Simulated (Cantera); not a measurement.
# Equilibrium for halide evaporation, hydrolysis and transport: CuF₂ + H₂

Input: 1 mol CuF₂, 0.46 mol H₂.

Equilibrium computed with Cantera from the NASA thermochemical tables; the gas is ideal and each condensed phase is pure. Candidate condensed phases: Cu, CuF₂; 15 gas species. Each liquid is taken as pure. Mutual solubility and eutectic melting of coexisting phases are not modelled. The numbers say what is thermodynamically allowed, not how fast it happens.

Map the stable condensed phases over T = 675, 775, 875, 975, 1075, 1175, 1275, 1375, 1475, 1575, 1675, 1775, 1875 K and P in Pa = 0.10, 1, 10, 100, 1000, 10000, 100000.


```
T in K \ P in Pa
           0.10      1     10    100   1000  10000 100000
   1875       A      A      A      A      A      A      B
   1775       A      A      A      A      A      A      B
   1675       A      A      A      A      A      A      B
   1575       A      A      A      A      A      B      C
   1475       A      A      A      A      A      B      C
   1375       A      A      A      A      B      C      C
   1275       A      A      A      A      B      C      C
   1175       A      A      A      B      C      C      C
   1075       A      A      B      C      C      C      C
    975       A      B      C      C      C      C      C
    875       C      C      C      C      C      C      C
    775       C      C      C      C      C      C      C
    675       C      C      C      C      C      C      C
```
A: gas only; B: Cu; C: Cu + CuF₂.
